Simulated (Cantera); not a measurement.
A Cantera script and what it prints.

```python
import numpy as np
import cantera as ct

gas_names = """
    B BH BH2 BH3 BN BO BO2 B2 B2O B2O2 B2O3 B3O3H3 H HBO HBO2 HNO HNO2 HNO3 HO2 H2 H2O H2O2 H3B3O6 N NH
    NH2 NH3 NH2OH NO NO2 NO3 N2 N2H2 N2H4 N2O O OH O2 O3
""".split()
cond_names = """
    B(b) B(L) BN(s) B2O3(L) B3O3H3(cr) H2O(s) H2O(L)
""".split()


# ... load() reads the species with a 1 bar reference pressure and builds the phases ...
atoms = {
    'borazine': {'B': 3, 'N': 3, 'H': 6},
    'NH3': {'N': 1, 'H': 3},
    'N2': {'N': 2},
    'H2O': {'H': 2, 'O': 1},
}
top_T = {'BN(s)': 3200}  # K; cautious upper limits of use, not melting points


# ... equilibrate(T, P, feed) seeds the gas with the atoms and calls Mixture.equilibrate('TP', solver="vcs", rtol=1e-11, max_steps=5000) ...
results = []
feed = {'borazine': 1, 'NH3': 4.2, 'N2': 10, 'H2O': 1.5}  # mol
P = 100000  # Pa
for T in [823, 923, 1023, 1123, 1223, 1323, 1423, 1523, 1623, 1723, 1823]:
    mix = equilibrate(T, P, feed)
    results.append((T, P, feed, dict(zip(mix.species_names, mix.species_moles))))

top = {s: max(r[3][s] / sum(r[3][g] for g in gas_names) for r in results) for s in gas_names}
cols = sorted((s for s in top if top[s] > 0.0001), key=lambda s: -top[s])[:6]
seen = [c for c in cond_names if any(r[3].get(c, 0) > 1e-12 for r in results)]
print("log10 of partial pressures in bar; condensed amounts in mol")
print(f"{'T/K':>10s}" + "".join(f"{s[:9]:>10s}" for s in cols + seen))
for T, P, feed, n in results:
    ng = sum(n[g] for g in gas_names)
    print(f"{T:10.4g}" + "".join(f"{np.log10(max(n[s] / ng * P / 1e5, 1e-99)):10.3f}" for s in cols)
          + "".join(f"{n.get(c, 0):10.4g}" for c in seen))
```

Output:

```
log10 of partial pressures in bar; condensed amounts in mol
       T/K        N2        H2      HBO2       HBO      B2O3       H2O     BN(s)   B2O3(L)
       823    -0.269    -0.339    -7.771   -12.308   -15.983    -2.424     2.059    0.4698
       923    -0.269    -0.339    -6.559   -10.277   -13.215    -2.431     2.058    0.4707
      1023    -0.269    -0.339    -5.600    -8.652   -11.008    -2.446     2.056    0.4718
      1123    -0.269    -0.339    -4.823    -7.324    -9.209    -2.463     2.054    0.4728
      1223    -0.269    -0.339    -4.182    -6.219    -7.716    -2.483     2.052    0.4732
      1323    -0.269    -0.338    -3.645    -5.286    -6.459    -2.503     2.051    0.4719
      1423    -0.269    -0.339    -3.190    -4.488    -5.387    -2.522     2.052    0.4661
      1523    -0.270    -0.339    -2.799    -3.798    -4.463    -2.542     2.056    0.4508
      1623    -0.270    -0.341    -2.462    -3.197    -3.658    -2.562     2.065    0.4144
      1723    -0.272    -0.344    -2.168    -2.669    -2.952    -2.584     2.076    0.3292
      1823    -0.276    -0.353    -1.912    -2.203    -2.328    -2.610      2.08    0.1204
```

These are equilibrium values from Cantera (NASA tables, ideal gas, pure condensed phases), not measurements of a reactor. The feed counts by its element totals alone. Mutual solubility and eutectic melting of coexisting phases are not modelled. Gases not in the tables: H3BO3.
